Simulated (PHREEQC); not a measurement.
A solution holds 0.13 mol/kgw KOH, 0.0012 mol/kgw KNO3 and 0.00043 mol/kgw KH2PO4, at 55 °C. Closed to the air; pH follows from the charge balance.

Computed with PHREEQC (ion-association model, wateq4f.dat).

Precipitation was switched off in this run.

### Question
Order these P species by the share of P that they hold, largest first: KHPO4-, HPO4-2, PO4-3.

### Answer
PO4-3 (80 %), HPO4-2 (19 %), KHPO4- (1.5 %)

The pH is 12.13 and the ionic strength 0.133 mol/kgw. H3PO4, which wateq4f.dat lacks, is added to it with the constant of phreeqc.dat. At this temperature some constants are extrapolated from 25 °C, and those without enthalpy data are left unchanged.
